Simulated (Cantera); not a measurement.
# Carbothermic reduction: Fe₃O₄ + CO

Feed: 1 mol Fe₃O₄, 6.8 mol CO, at 9.20 mbar.

Equilibrium computed with Cantera from the NASA thermochemical tables; the gas is ideal and each condensed phase is pure. Candidate condensed phases: C, Fe, Fe(CO)₅, FeO, Fe₂O₃, Fe₃O₄; 15 gas species. Mutual solubility and eutectic melting of coexisting phases are not modelled. The tables' stoichiometric FeO is somewhat more stable than real wüstite, so its field is too wide. FeO: taken at fixed stoichiometry. Equilibrium is a limit: real reactors are often held back by kinetics, nucleation or transport.

```csv
T (K),log p CO,log p CO₂,log p Fe,log p FeO,log p O,n Fe(α),n FeO(s),n Fe(γ),n FeO(l)
1023,-2.13,-2.74,-13.35,<-14,<-14,0.344,2.66,0,0
1223,-2.11,-2.82,-9.98,-13.55,<-14,0,2.88,0.123,0
1423,-2.11,-2.87,-7.58,-10.54,-12.47,0,3.00,0,0
1623,-2.11,-2.87,-5.84,-8.30,-10.05,0,3.00,0,0
1823,-2.11,-2.86,-4.57,-6.64,-8.16,0,0,0,2.98
2023,-2.13,-2.81,-3.64,-5.33,-6.58,0,0,0,2.82
2223,-2.21,-2.68,-3.05,-4.28,-5.12,0,0,0,2.21
```
log p: log10 of the partial pressure in bar; n: condensed amount in mol.

At 1023 K the condensed part is Fe(α) + FeO(s). At 1223 K the condensed part is Fe(γ) + FeO(s). From 1423 K to 1623 K the condensed part is FeO(s). From 1823 K to 2223 K the condensed part is FeO(l).
